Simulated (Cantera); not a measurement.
Input: 1 mol MgCl2, 6.5 mol O2, 8.2 mol N2, equilibrated at 1475 °C and 13300 Pa.

Equilibrium computed with Cantera from the NASA thermochemical tables; the gas is ideal and each condensed phase is pure. Candidate condensed phases: Mg, MgCl2, MgO; 18 gas species. Rates play no part.

Base state: N2 0.516, O2 0.394, Cl 0.0462, MgCl2 0.0352, Cl2 0.00471, NO 0.00384, ClO 0.000198, O 0.000126 (mole fractions); condensed: MgO(s).

Question: What changes in the equilibrium state with this change: temperature from 1475 °C to 1700 °C?

Answer: 
```
species        before     after
-----------  --------  --------
N2              0.516     0.511
O2              0.394     0.389
Cl             0.0462    0.0566
MgCl2          0.0352    0.0334
O            0.000126  0.000926
Cl2           0.00471  0.000967
NO            0.00384   0.00779
ClO          0.000198  0.000199
MgO(s), mol     0.443     0.468
```

Question: What changes in the equilibrium state with this change: N2 from 8.2 to 160 mol?

Answer: 
| species | before | after |
|---|---|---|
| N2 | 0.516 | 0.953 |
| O2 | 0.394 | 0.0362 |
| Cl | 0.0462 | 0.00675 |
| MgCl2 | 0.0352 | 0.00248 |
| Cl2 | 0.00471 | 0.000101 |
| ClO | 0.000198 | 8.77e-6 |
| O | 0.000126 | 3.83e-5 |
| NO | 0.00384 | 0.00158 |
| MgO(s), mol | 0.443 | 0.584 |

Question: What changes in the equilibrium state with this change: temperature from 1475 °C to 1027 °C?

Answer: 
```json
[
 {"species": "N2", "before": "0.516", "after": "0.536"},
 {"species": "O2", "before": "0.394", "after": "0.394"},
 {"species": "Cl2", "before": "0.00471", "after": "0.0575"},
 {"species": "Cl", "before": "0.0462", "after": "0.00814"},
 {"species": "MgCl2", "before": "0.0352", "after": "0.00383"},
 {"species": "O", "before": "0.000126", "after": "3.04e-7"},
 {"species": "NO", "before": "0.00384", "after": "0.000447"},
 {"species": "ClO", "before": "0.000198", "after": "6.14e-5"},
 {"species": "MgO(s), mol", "before": "0.443", "after": "0.941"}
]
```
